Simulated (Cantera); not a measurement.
Mixture: CH4 : C2H6 : C3H8 : O2 : N2 = 1 : 0.19 : 1.3 : 8.33 : 23.3 (molar parts), at 34000 Pa, adiabatic and at constant pressure. Ignition delay is the time to a rise of 400 K.

Detailed kinetics in Cantera: GRI-Mech 3.0 (53 species, 325 reactions). GRI-Mech 3.0 was tuned for natural gas; its chemistry of propane as a main component is partial and can be far from experiment.

### Question
What does this change do: constant volume in place of constant pressure?

### Answer
```tsv
quantity	before	after
delay at 1150 K	18.8 ms	17.5 ms
delay at 1250 K	2.96 ms	2.71 ms
delay at 1350 K	0.689 ms	0.623 ms
delay at 1450 K	0.232 ms	0.207 ms
delay at 1550 K	0.104 ms	91.7 µs
delay at 1650 K	56.9 µs	49.6 µs
apparent activation energy between 1450 and 1650 K	140 kJ/mol	140 kJ/mol
```
